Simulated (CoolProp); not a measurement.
Values from CoolProp's reference Helmholtz-energy equation of state, Thol 2018.

**Question.** Give the vapour pressure (MPa), liquid density (kg/m³), vapour density (kg/m³), enthalpy of vaporisation (kJ/kg) of saturated hydrogen chloride at -12.75, 9.65, 16.15 °C.

**Answer.** 
```
T (°C)  p (MPa)  liquid density (kg/m³)  vapour density (kg/m³)  enthalpy of vaporisation (kJ/kg)
------  -------  ----------------------  ----------------------  --------------------------------
-12.75     1.83                     976                    38.5                               339
9.65       3.31                     887                    73.3                               287
16.15      3.86                     856                    88.3                               268
```
